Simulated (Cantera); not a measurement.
Input: 1 mol (CH3)2SiCl2, 0.77 mol C2H4, 2.6 mol H2, equilibrated at 2200 °C and 0.133 bar.

Cantera equilibrium calculation (NASA polynomials, part measured and part estimated; ideal gas, pure solids and liquids). The feed counts by its element totals alone. The tables' values for SiCl, SiCl3 are old estimates; treat these amounts as uncertain. Gases not in the tables: Si2H6 and higher silanes. Equilibrium is a limit: real reactors are often held back by kinetics, nucleation or transport.

```
species             before     after
----------------  --------  --------
H2                   0.713     0.758
HCl                  0.189     0.238
SiCl2               0.0170   0.00327
H                   0.0516  0.000213
SiC2               0.00157     <1e-9
Si2C              0.000871     <1e-9
Si                 0.00653   2.39e-8
SiH               0.000555   1.40e-8
Si2                3.77e-5     <1e-9
C2H                3.38e-5     <1e-9
C(graphite), mol      2.64      2.57
SiC(s), mol          0.744     0.970
```
Gas species are given as mole fractions.

Question: Which change was made?
(A) temperature from 2200 °C to 1375 °C
(B) H2 from 2.6 to 13 mol
(C) pressure from 0.133 bar to 10.0 mbar
(D) H2 from 2.6 to 190 mol

Answer: A, temperature from 2200 °C to 1375 °C. The tables' values for SiCl3 are old estimates; treat these amounts as uncertain
